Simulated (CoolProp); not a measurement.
Vapour-liquid equilibrium of diethyl ether (1) + benzene (2) at 24.55 °C; x and y are mole fractions of (1).

The numbers come from the multi-fluid Helmholtz-energy mixture model, Thol 2014 and Thol 2012; pair parameters Bell 2016 in CoolProp.

Q: Give the bubble pressure and the first vapour's composition at x = 0.35, 0.65, 0.85. Is there an azeotrope?

A: x = 0.35: 0.03232 MPa, y = 0.745; x = 0.65: 0.04957 MPa, y = 0.909; x = 0.85: 0.06135 MPa, y = 0.968. No azeotrope shows between x = 0.05 and 0.95.

The pair parameters rest on a limited set of measurements; away from them the model extrapolates.
